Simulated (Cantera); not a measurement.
Charge: 1 mol C3H6, 9.7 mol H2, held at 798.15 K and 10.0 bar.

Method: chemical equilibrium by Gibbs-energy minimisation in Cantera with the NASA 1993 tables (ideal gas, pure condensed phases). Candidate condensed phases: C, C6H6, C7H8, C8H18; 76 gas species. The numbers say what is thermodynamically allowed, not how fast it happens.

Base state: H2 0.691, CH4 0.309 (mole fractions); condensed: gas only.

Q: What changes in the equilibrium state with this change: temperature from 798.15 K to 2148 K?

A: 
```tsv
species	before	after
H2	0.691	0.994
CH4	0.309	0.00291
C2H2 (acetylene)	<1e-9	0.00190
H	<1e-9	0.00131
CH3	<1e-9	7.45e-5
C2H4	1.86e-9	5.90e-5
C(graphite), mol	0	2.91
```

Q: What changes in the equilibrium state with this change: temperature from 798.15 K to 1975 K?

A: 
```json
[
 {"species": "H2", "before": "0.691", "after": "0.994"},
 {"species": "CH4", "before": "0.309", "after": "0.00449"},
 {"species": "C2H2 (acetylene)", "before": "<1e-9", "after": "0.000646"},
 {"species": "H", "before": "<1e-9", "after": "0.000431"},
 {"species": "CH3", "before": "<1e-9", "after": "3.87e-5"},
 {"species": "C(graphite), mol", "before": "0", "after": "2.93"}
]
```
